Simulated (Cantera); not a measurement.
Input: 1 mol SiCl4, 1.9 mol NO, 8.7 mol H2, held at 49.0 mbar.

These are equilibrium values from Cantera (NASA tables, ideal gas, pure condensed phases), not measurements of a reactor. Candidate condensed phases: H2O, NH4Cl, Si, SiO2, Si2N2O, Si3N4; 47 gas species. The tables' values for SiCl3 are old estimates; treat these amounts as uncertain. The tables hold silica as quartz up to 1696 K and as liquid above; real silica turns to tridymite and cristobalite and melts near 1996 K. The numbers say what is thermodynamically allowed, not how fast it happens.

x: gas mole fraction; n: condensed amount in mol.

```tsv
T (K)	x H2	x HCl	x N2	x SiO	x H2O	n SiO2(β-quartz)	n SiO2(condensed)
1623	0.575	0.337	0.0812	0.00433	0.000123	0.924	0
1673	0.572	0.338	0.0810	0.00656	0.000266	0.910	0
1723	0.570	0.339	0.0808	?	?	0	0.898
1773	0.568	0.339	0.0807	0.00970	0.00153	0	0.884
1823	0.564	0.338	0.0805	?	?	0	0.861
1873	0.558	0.337	0.0802	0.0149	0.00656	0	0.823
1923	0.550	0.334	0.0797	0.0199	0.0116	0	0.762
```

Q: Complete the blanks.

A: 
- 1723, x SiO: 0.00827
- 1723, x H2O: 0.000640
- 1823, x SiO: 0.0117
- 1823, x H2O: 0.00336
